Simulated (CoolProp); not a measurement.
R236EA at several states: density (kg/m³) from the reference equation and from simpler models built on Tc = 139.3 °C, pc = 3.414 MPa, ω = 0.368; each cubic takes its own stable root.

The numbers come from the reference Helmholtz-energy equation of state, Rui 2013 in CoolProp.

```csv
T (°C),p (MPa),phase,reference
9.15,2.12,liquid,1482
3.45,0.0137,gas,0.9111
95.55,6,liquid,1209
71.15,1.2,liquid,1265
100.85,0.28,gas,14.28
```

**Question.** How far does each simpler model (van der Waals, Redlich-Kwong, Soave-Redlich-Kwong, Peng-Robinson) lie from the reference over these 5 states: mean and median of the absolute difference, and the worst?

**Answer.** 
- van der Waals: mean 34.1 %, median 35.4 %, worst -93.7 % at 71.15 °C and 1.2 MPa
- Redlich-Kwong: mean 9.1 %, median 13.1 %, worst -17.6 % at 71.15 °C and 1.2 MPa
- Soave-Redlich-Kwong: mean 6.1 %, median 8.4 %, worst -11.2 % at 71.15 °C and 1.2 MPa
- Peng-Robinson: mean 1.1 %, median 0.8 %, worst +3.4 % at 9.15 °C and 2.12 MPa

At some of these states van der Waals gives the other phase, because its saturation line lies elsewhere.
